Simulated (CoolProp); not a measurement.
Properties of CH3F (R41) along the isobar 1.98 bar (Tc = 317.3 K, pc = 59.06 bar, ω = 0.200).

Values from CoolProp's reference Helmholtz-energy equation of state, Lemmon 2006. It is a short technical equation, of lower accuracy than the large ones.

```
T (K)  phase  density (kg/m³)  cv (kJ/(kg K))  Joule-Thomson coefficient (K/MPa)  isothermal compressibility (1/MPa)
-----  -----  ---------------  --------------  ---------------------------------  ----------------------------------
240.2    gas            3.498          0.8430                              35.25                               5.242
260.7    gas            3.192          0.8387                         (withheld)                          (withheld)
281.3    gas            2.940          0.8523                              21.37                               5.155
301.8    gas            2.728      (withheld)                              17.35                               5.132
322.3    gas            2.547          0.9073                              14.37                               5.115
342.9    gas            2.388          0.9431                              12.07                               5.103
363.4    gas            2.249          0.9820                              10.28                               5.094
383.9    gas            2.126           1.023                              8.845                               5.086
404.5    gas            2.015           1.066                              7.674                               5.080
425      gas            1.916           1.109                              6.715                               5.076
```

Task: What belongs in the gaps?

Result: 
- 260.7, Joule-Thomson coefficient (K/MPa): 27.03
- 260.7, isothermal compressibility (1/MPa): 5.189
- 301.8, cv (kJ/(kg K)): 0.8763
